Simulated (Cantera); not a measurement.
Feed: 1 mol Fe3O4, 2300 mol H2, equilibrated at 13.3 mbar.

These are equilibrium values from Cantera (NASA tables, ideal gas, pure condensed phases), not measurements of a reactor. Candidate condensed phases: Fe, FeO, Fe(OH)2, Fe(OH)3, Fe2O3, Fe3O4, H2O; 12 gas species. Equilibrium is a limit: real reactors are often held back by kinetics, nucleation or transport.

Problem. Which condensed phases are stable at each of these points (T (K)): 1523, 1573, 1623, 1673, 1723, 1773, 1823?

Solution. 
| T (K) | condensed phases | Fe condensed (%) |
|---|---|---|
| 1523 | Fe(γ) | 98.6 |
| 1573 | Fe(γ) | 96.2 |
| 1623 | Fe(γ) | 90.4 |
| 1673 | Fe(δ) | 76.9 |
| 1723 | Fe(δ) | 47.4 |
| 1773 | gas only | 0.0 |
| 1823 | gas only | 0.0 |

From 1523 K to 1623 K the condensed part is Fe(γ). From 1673 K to 1723 K the condensed part is Fe(δ). From 1773 K to 1823 K nothing is condensed.
